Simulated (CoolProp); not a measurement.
Vapour-liquid equilibrium of n-butane (1) + acetone (2) at 1.15 MPa; x and y are mole fractions of (1).

Model: multi-fluid Helmholtz-energy mixture model, Bücker 2006 and Lemmon 2006; pair parameters Bell 2016, in CoolProp.

| x | bubble temperature (K) | y at the bubble point | dew temperature at overall composition x (K) | liquid density (mol/L) |
|---|---|---|---|---|
| 0.05 | 412.2 | 0.201 | 420.8 | 10.70 |
| 0.125 | 398.2 | 0.421 | 416.6 | 10.68 |
| 0.2 | 387.7 | 0.558 | 412.3 | 10.57 |
| 0.275 | 380.4 | 0.645 | 407.8 | 10.40 |
| 0.35 | 375.2 | 0.701 | 403.0 | 10.18 |
| 0.425 | 371.5 | 0.740 | 397.9 | 9.941 |
| 0.5 | 368.8 | 0.770 | 392.4 | 9.694 |
| 0.575 | 366.7 | 0.795 | 386.4 | 9.452 |
| 0.65 | 364.9 | 0.819 | 379.9 | 9.224 |
| 0.725 | 363.3 | 0.845 | 372.9 | 9.015 |
| 0.8 | 361.8 | 0.874 | 366.3 | 8.829 |
| 0.875 | 360.5 | 0.911 | 361.8 | 8.667 |
| 0.95 | 359.5 | 0.959 | 359.7 | 8.529 |

No azeotrope shows between x = 0.05 and 0.95.

Pair parameters are fitted to limited data, so mixtures are less certain than the pure fluids.
